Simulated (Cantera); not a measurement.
A closed system holds: 1 mol CuF2, 0.042 mol O2, 100 mol H2, equilibrated at 1.40 Pa.

These are equilibrium values from Cantera (NASA tables, ideal gas, pure condensed phases), not measurements of a reactor. Candidate condensed phases: Cu, CuF2, CuO, Cu(OH)2, Cu2O, H2O; 27 gas species. Kinetics and transport are ignored.

x: gas mole fraction; n: condensed amount in mol.

```
T (K)   x H2       x H    x HF     x Cu     x H2O  n Cu(s)
-----  -----  --------  ------  -------  --------  -------
1050   0.979   2.15e-6  0.0198        …  0.000832    0.999
1150   0.979   1.97e-5  0.0198        …  0.000832    0.979
1250   0.976  0.000128  0.0197        …  0.000829    0.664
1350   0.969  0.000627  0.0196  0.00980  0.000823        0
1450   0.967   0.00249  0.0196  0.00979  0.000822        0
1550   0.962   0.00825  0.0195  0.00976  0.000820        0
1650   0.947    0.0236  0.0194  0.00969  0.000813        0
1750   0.911    0.0593  0.0190  0.00951  0.000796        0
1850   0.840     0.132  0.0183  0.00916  0.000759        0
1950   0.715     0.259  0.0171  0.00853  0.000688        0
```

Problem. Some entries are withheld; supply them.

Solution. 
- 1050, x Cu: 7.52e-6
- 1150, x Cu: 0.000206
- 1250, x Cu: 0.00331
